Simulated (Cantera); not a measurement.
A perfectly stirred reactor is fed with H2 : O2 : N2 = 0.049 : 1 : 0.26 (molar parts), equivalence ratio 0.025, at 0.0132 atm; it is held at 1200 K, and followed from long to short residence time.

Detailed kinetics in Cantera: the H2/O2 subset of GRI-Mech 3.0, which has no nitrogen chemistry. Radical loss at walls, strong at low pressure, is not modelled. The temperature is held fixed by assumption; the heat of reaction is taken as removed at once.

```csv
quantity,before,after
x(H2) at τ = 0.610 s,0.000202,0.00107
x(O2) at τ = 0.610 s,0.755,0.598
x(O) at τ = 0.610 s,0.00405,0.00410
x(H) at τ = 0.610 s,0.000382,0.00114
x(H2O) at τ = 0.610 s,0.0371,0.209
x(H2) at τ = 54.0 ms,0.000794,0.00459
x(O2) at τ = 54.0 ms,0.746,0.585
x(O) at τ = 54.0 ms,0.0135,0.0182
x(H) at τ = 54.0 ms,0.00252,0.0111
x(H2O) at τ = 54.0 ms,0.0346,0.195
```

Q: Name the change that produced these shifts.
A) temperature 1200 to 948 K
B) H2 0.049 to 0.3 parts
C) H2 0.049 to 0.0065 parts
D) pressure from 0.0132 atm to 0.0263 atm

A: B, H2 0.049 to 0.3 parts
